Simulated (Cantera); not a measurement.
An adiabatic, constant-volume homogeneous reactor starts with CH₄ : C₂H₆ : O₂ : N₂ = 1 : 0.19 : 1.27 : 4.77 (molar parts), equivalence ratio 2.1, at 1150 K and 0.987 atm. Integrator tolerance rtol = 1e-08.

Detailed kinetics in Cantera: GRI-Mech 3.0 (53 species, 325 reactions).

Problem. What does this change do: 0.11 parts CO2 added?

Solution. 
```csv
quantity,before,after
time of steepest temperature rise,6.51 ms,6.58 ms
temperature at 0.200 s,2492 K,2464 K
equilibrium temperature,2492 K,2464 K
x(CH₄) at 0.200 s,1.46e-10 (gas-phase equilibrium 1.64e-10),1.30e-10 (gas-phase equilibrium 1.47e-10)
x(C₂H₆) at 0.200 s,<1e-12 (gas-phase equilibrium <1e-12),<1e-12 (gas-phase equilibrium <1e-12)
x(O₂) at 0.200 s,5.65e-6 (gas-phase equilibrium 5.65e-6),5.59e-6 (gas-phase equilibrium 5.59e-6)
x(NO) at 0.200 s,9.82e-5 (gas-phase equilibrium 9.82e-5),9.23e-5 (gas-phase equilibrium 9.23e-5)
x(NO₂) at 0.200 s,7.38e-10 (gas-phase equilibrium 7.38e-10),7.06e-10 (gas-phase equilibrium 7.06e-10)
```

Problem. What does this change do: pressure from 0.987 atm to 0.365 atm?

Solution. 
```tsv
quantity	before	after
time of steepest temperature rise	6.51 ms	12.9 ms
temperature at 0.200 s	2492 K	2467 K
equilibrium temperature	2492 K	2467 K
x(CH₄) at 0.200 s	1.46e-10 (gas-phase equilibrium 1.64e-10)	2.15e-11 (gas-phase equilibrium 2.41e-11)
x(C₂H₆) at 0.200 s	<1e-12 (gas-phase equilibrium <1e-12)	<1e-12 (gas-phase equilibrium <1e-12)
x(O₂) at 0.200 s	5.65e-6 (gas-phase equilibrium 5.65e-6)	1.20e-5 (gas-phase equilibrium 1.20e-5)
x(NO) at 0.200 s	9.82e-5 (gas-phase equilibrium 9.82e-5)	0.000137 (gas-phase equilibrium 0.000137)
x(NO₂) at 0.200 s	7.38e-10 (gas-phase equilibrium 7.38e-10)	9.33e-10 (gas-phase equilibrium 9.33e-10)
```

Problem. What does this change do: constant pressure in place of constant volume?

Solution. 
| quantity | before | after |
|---|---|---|
| time of steepest temperature rise | 6.51 ms | 7.02 ms |
| temperature at 0.200 s | 2492 K | 2191 K |
| equilibrium temperature | 2492 K | 2191 K |
| x(CH₄) at 0.200 s | 1.46e-10 (gas-phase equilibrium 1.64e-10) | 9.40e-11 (gas-phase equilibrium 1.06e-10) |
| x(C₂H₆) at 0.200 s | <1e-12 (gas-phase equilibrium <1e-12) | <1e-12 (gas-phase equilibrium <1e-12) |
| x(O₂) at 0.200 s | 5.65e-6 (gas-phase equilibrium 5.65e-6) | 4.96e-7 (gas-phase equilibrium 4.96e-7) |
| x(NO) at 0.200 s | 9.82e-5 (gas-phase equilibrium 9.82e-5) | 2.38e-5 (gas-phase equilibrium 1.59e-5) |
| x(NO₂) at 0.200 s | 7.38e-10 (gas-phase equilibrium 7.38e-10) | 4.71e-11 (gas-phase equilibrium 3.14e-11) |
